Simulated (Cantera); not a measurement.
**Hydrogen reduction and annealing atmospheres: Cu2O + H2**

Charge: 1 mol Cu2O, 480 mol H2, at 2175 K.

Equilibrium computed with Cantera from the NASA thermochemical tables; the gas is ideal and each condensed phase is pure. Candidate condensed phases: Cu, CuO, Cu(OH)2, Cu2O, H2O; 12 gas species. Equilibrium is a limit: real reactors are often held back by kinetics, nucleation or transport.

From 10.0 Pa to 2.40 bar nothing is condensed. At 10.0 bar the condensed part is Cu(l). The main Cu-bearing gas is Cu throughout.

```csv
P (Pa),x H2,x H,x Cu,x H2O,n Cu(l)
10,0.613,0.382,0.00336,0.00150,0
42,0.784,0.211,0.00371,0.00178,0
180,0.886,0.108,0.00392,0.00193,0
750,0.939,0.0546,0.00404,0.00200,0
3200,0.967,0.0268,0.00409,0.00204,0
13000,0.980,0.0134,0.00412,0.00206,0
56000,0.987,0.00648,0.00413,0.00207,0
240000,0.991,0.00314,0.00411,0.00207,0
1000000,0.994,0.00154,0.00191,0.00208,1.07
```
x: gas mole fraction; n: condensed amount in mol.
